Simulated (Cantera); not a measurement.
# Carbon deposition, reforming and gasification: acetone + NH3 + N2

A closed system holds: 1 mol acetone, 0.76 mol NH3, 4.1 mol N2, equilibrated at 1.33 mbar.

Equilibrium computed with Cantera from the NASA thermochemical tables; the gas is ideal and each condensed phase is pure. Candidate condensed phases: C, C6H6, C7H8, C8H18, H2O; 169 gas species. Ions and electrons are included (thermal ionisation). The feed counts by its element totals alone. The numbers say what is thermodynamically allowed, not how fast it happens.

From 2727 °C to 4727 °C nothing is condensed. The main C-bearing gas is C3 at 2727 °C and C at 4727 °C.

```csv
T (°C),log p H,log p N2,log p N,log p C,log p CO,log p CN,log p C3,log p O,log p H2
2727,-3.15,-3.40,-6.56,-4.62,-4.03,-4.51,-4.47,-11.06,-4.69
2977,-3.14,-3.42,-5.92,-4.14,-4.05,-4.42,-4.83,-10.09,-5.30
3227,-3.15,-3.43,-5.37,-3.91,-4.06,-4.52,-5.68,-9.07,-5.84
3477,-3.15,-3.44,-4.89,-3.83,-4.07,-4.72,-6.79,-8.06,-6.31
3727,-3.16,-3.45,-4.48,-3.81,-4.08,-4.95,-7.88,-7.13,-6.72
3977,-3.17,-3.48,-4.12,-3.80,-4.09,-5.17,-8.89,-6.30,-7.09
4227,-3.18,-3.55,-3.82,-3.80,-4.11,-5.40,-9.81,-5.57,-7.44
4477,-3.20,-3.68,-3.59,-3.80,-4.19,-5.62,-10.62,-4.98,-7.77
4727,-3.23,-3.89,-3.42,-3.78,-4.36,-5.86,-11.30,-4.56,-8.08
```
log p: log10 of the partial pressure in bar; nothing condenses.
